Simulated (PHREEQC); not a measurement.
Solution (25 °C): 110 mmol/kgw ZnCl2 and 0.42 mmol/kgw HCl. Closed to the air; pH follows from the charge balance.

Computed with PHREEQC (ion-association model, wateq4f.dat).

Q: The ionic strength comes out as 0.296 mol/kgw. What activity coefficients do ZnCl+, H+, ZnCl4-2, ZnCl3-, Cl- get?

A: ZnCl+ 0.69, H+ 0.78, ZnCl4-2 0.26, ZnCl3- 0.69, Cl- 0.68.

This is a speciation only: nothing precipitates in the calculation.
